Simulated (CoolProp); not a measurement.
Vapour-liquid equilibrium of n-pentane (1) + cyclohexane (2) at 2.71 bar; x and y are mole fractions of (1).

Model: multi-fluid Helmholtz-energy mixture model, Thol 2019 and Zhou 2014; pair parameters Bell 2016, in CoolProp.

Problem. Give the bubble temperature and the first vapour's composition at x = 0.05, 0.15, 0.45. Is there an azeotrope?

Solution. x = 0.05: 385.8 K, y = 0.145; x = 0.15: 377.7 K, y = 0.365; x = 0.45: 360.4 K, y = 0.727. No azeotrope shows between x = 0.05 and 0.95.

The pair parameters rest on a limited set of measurements; away from them the model extrapolates.
